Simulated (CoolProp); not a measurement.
Vapour-liquid equilibrium of R143a (1) + R152A (2) at -43.25 °C; x and y are mole fractions of (1).

Model: multi-fluid Helmholtz-energy mixture model, Lemmon and Jacobsen 2000 and Outcalt 1996; pair parameters Bell 2016, in CoolProp.

```tsv
x	bubble pressure, mixture model (MPa)	bubble pressure, Raoult's law (MPa)	y, mixture model	y, Raoult's law
0.05	0.04563	0.04392	0.168	0.139
0.125	0.05366	0.05008	0.342	0.304
0.2	0.06100	0.05624	0.465	0.434
0.275	0.06780	0.06240	0.557	0.537
0.35	0.07416	0.06857	[?]	0.623
0.425	[?]	0.07473	0.691	0.694
0.5	0.08595	0.08089	0.744	0.754
0.575	0.09154	0.08705	0.790	0.806
0.65	[?]	0.09321	0.833	0.851
0.725	0.1024	0.09937	0.872	0.890
0.8	0.1077	0.1055	0.908	0.925
0.875	0.1130	0.1117	0.944	0.955
0.95	0.1184	0.1179	0.978	0.983
```

Problem. Some entries are withheld; supply them.

Solution. 
- 0.35, y, mixture model: 0.630
- 0.425, bubble pressure, mixture model (MPa): 0.08018
- 0.65, bubble pressure, mixture model (MPa): 0.09699

The largest gap from Raoult's law is +8.7 % in bubble pressure, at x = 0.275. No azeotrope shows between x = 0.05 and 0.95.

Pair parameters are fitted to limited data, so mixtures are less certain than the pure fluids.
